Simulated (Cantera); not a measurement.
A freely propagating, adiabatic, planar premixed flame of 2.22 % CH4, 2.89 % C2H6, 19.9 % O2, 74.9 % N2, equivalence ratio 0.73, unburnt at 550 K and 10.0 bar; multicomponent+Soret transport, grid criteria slope 0.08 and curve 0.16, no radiation.

Computed with Cantera and GRI-Mech 3.0 (53 species, 325 reactions). Burning velocities carry a grid error of a few per cent, more on coarse grids.

Question: Predict: laminar burning velocity; thermal thickness; peak x(H2); peak x(H2O2); peak x(HCN).

Answer: 
```json
{
 "laminar_burning_velocity": "37.7 cm/s",
 "thermal_thickness": "0.0710 mm",
 "peak x(H2)": "0.00434",
 "peak x(H2O2)": "0.000288",
 "peak x(HCN)": "2.91e-7"
}
```
